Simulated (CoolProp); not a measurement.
The fluid at 298.15 K and 1.42 MPa expands adiabatically to 0.132 MPa with isentropic efficiency 1. The same conditions are run with several fluids, on thermodynamics alone (safety and materials aside).

The numbers come from the reference Helmholtz-energy equation of state of each fluid (carbon monoxide: Lemmon 2006; dry air: Lemmon 2000; hydrogen chloride: Thol 2018; methane: Setzmann 1991; nitrous oxide: Lemmon 2006) in CoolProp. Blends and air are pseudo-pure fits.

Problem. Rank carbon monoxide, dry air, hydrogen chloride, methane, nitrous oxide by work (kJ/kg), highest first.

Solution. methane (272), carbon monoxide (151), dry air (146), hydrogen chloride (112), nitrous oxide (97.0)

| fluid | final temperature (K) | final phase | final density (kg/m³) |
|---|---|---|---|
| carbon monoxide | 150.4 | gas | 2.98 |
| dry air | 150.3 | gas | 3.08 |
| hydrogen chloride | 193.0 | two-phase, vapour fraction 0.904 | 3.44 |
| methane | 165.2 | gas | 1.56 |
| nitrous oxide | 189.2 | two-phase, vapour fraction 0.949 | 4.02 |
